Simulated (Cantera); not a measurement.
Feed: 1 mol borazine, 0.059 mol O₂, 0.22 mol N₂, at 0.133 bar.

Cantera equilibrium calculation (NASA polynomials, part measured and part estimated; ideal gas, pure solids and liquids). Candidate condensed phases: B, BN, B₂O₃, B₃O₃H₃, H₂O; 39 gas species. The feed counts by its element totals alone. The tables' values for BH₂ are old estimates; treat these amounts as uncertain. Equilibrium is a limit: real reactors are often held back by kinetics, nucleation or transport. All values below are at 1625 °C.

Base state: H₂ 0.887, N₂ 0.0820, HBO 0.0227, HBO₂ 0.00207, H 0.00202, B₂O₂ 0.00187, B₂O₃ 0.00122, BO 0.000830 (mole fractions); condensed: BN(s).

Q: What changes in the equilibrium state with this change: N₂ from 0.22 to 50 mol?

A: 
```tsv
species	before	after
N₂	0.0820	0.942
H₂	0.887	0.0555
HBO	0.0227	0.00139
BH₂	1.04e-5	1.92e-7
B₂O₃	0.00122	6.04e-5
BN(s), mol	2.89	2.89
```
